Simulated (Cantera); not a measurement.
An isothermal, constant-pressure homogeneous reactor starts with C₂H₆ : H₂ = 1 : 13 (molar parts), at 1475 K and 0.0110 bar.

Model: GRI-Mech 3.0 (53 species, 325 reactions), integrated in Cantera. GRI-Mech 3.0 stops at C3 and has no aromatics, soot or wall deposition, so with more carbon than oxygen in the feed, carbon stays in small species such as C2H2 where larger ones or solid carbon would form. Radical loss at walls, strong at low pressure, is not modelled.

One state of this run: x C₂H₆ = 3.61e-6; x H₂ = 0.902; x CH₄ = 0.0630; x C₂H₂ = 0.0347; x C₂H = 5.07e-9; x CH₃ = 0.000116. x: mole fraction; the columns are a selection and need not sum to one.

Which value of t (s) does it belong to?
(A) 0.000358
(B) 7.27
(C) 3.00e-5
(D) 86.8

B, 7.27
